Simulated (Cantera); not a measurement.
A perfectly stirred reactor is fed with 5.56 % CH4, 94.4 % N2, at 0.464 atm; it is held at 1900 K, and followed from long to short residence time.

Detailed kinetics in Cantera: GRI-Mech 3.0 (53 species, 325 reactions). GRI-Mech 3.0 stops at C3 and has no aromatics, soot or wall deposition, so with more carbon than oxygen in the feed, carbon stays in small species such as C2H2 where larger ones or solid carbon would form.

One state of this run: x CH4 = 0.0407; x C2H = 1.86e-7; x H = 5.94e-5; x CH2 = 3.49e-6; x H2 = 0.0174. x: mole fraction; the columns are a selection and need not sum to one.

Q: Which value of τ (s) does it belong to?
A. 0.0057
B. 0.10
C. 0.024
D. 0.00067

A: D, 0.00067
